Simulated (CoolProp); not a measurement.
Fluorine along the isobar 5.88 MPa: density (kg/m³) from the reference equation and from simpler models built on Tc = 144.4 K, pc = 5.240 MPa, ω = 0.045; each cubic takes its own stable root.

The numbers come from the reference Helmholtz-energy equation of state, de Reuck 1990 in CoolProp.

```tsv
T (K)	phase	reference
81.4	liquid	1541
108.8	liquid	1343
136.1	liquid	1048
163.4	supercritical	237.3
190.7	supercritical	167.7
218	supercritical	136.0
245.4	supercritical	116.2
272.7	supercritical	102.2
300	supercritical	91.51
```

Task: How far does each simpler model (van der Waals, Soave-Redlich-Kwong, Peng-Robinson) lie from the reference over these 9 states: mean and median of the absolute difference, and the worst?

Result: 
- van der Waals: mean 11.5 %, median 2.7 %, worst -30.7 % at 81.4 K and 5.88 MPa
- Soave-Redlich-Kwong: mean 1.5 %, median 0.8 %, worst -8.0 % at 136.1 K and 5.88 MPa
- Peng-Robinson: mean 4.5 %, median 3.0 %, worst +13.4 % at 81.4 K and 5.88 MPa
